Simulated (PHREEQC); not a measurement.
Solution (25 °C): 0.0023 mol/kgw LiBr, 0.027 mol/kgw FeCl2 and 4e-07 mol/kgw H4SiO4. Closed to the air; pH follows from the charge balance.

Model: ion-association model, phreeqc.dat, run in PHREEQC.

This is a speciation only: nothing precipitates in the calculation.

**Question.** Predict the pH, specific conductance.

**Answer.** pH 5.72; specific conductance 5670 µS/cm.

**Question.** In which forms is Fe present?

**Answer.** Fe+2 97 %, FeCl+ 3.0 % of the Fe.

Complexes and solids missing from the database can't appear.
